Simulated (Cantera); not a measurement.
Charge: 1 mol FeS, 560 mol H₂, 0.68 mol H₂O, at 1800 °C and 2.80 bar.

Cantera equilibrium calculation (NASA polynomials, part measured and part estimated; ideal gas, pure solids and liquids). Candidate condensed phases: Fe, FeO, Fe(OH)₂, Fe(OH)₃, FeS, FeSO₄, FeS₂, Fe₂O₃, Fe₂(SO₄)₃, Fe₃O₄, H₂O, H₂SO₄, S; 22 gas species. Kinetics and transport are ignored.

Base state: H₂ 0.995, H₂S 0.00160, H 0.00157, H₂O 0.00121, Fe 0.000287, SH 0.000165 (mole fractions); condensed: Fe(l).

What changes in the equilibrium state with this change: temperature from 1800 °C to 1202 °C?


```
species       before    after
----------  --------  -------
H₂             0.995    0.997
H₂S          0.00160  0.00178
H₂O          0.00121  0.00121
H            0.00157  7.74e-6
Fe          0.000287  3.12e-8
SH          0.000165  3.80e-6
Fe(l), mol     0.839        0
Fe(γ), mol         0    1.000
```
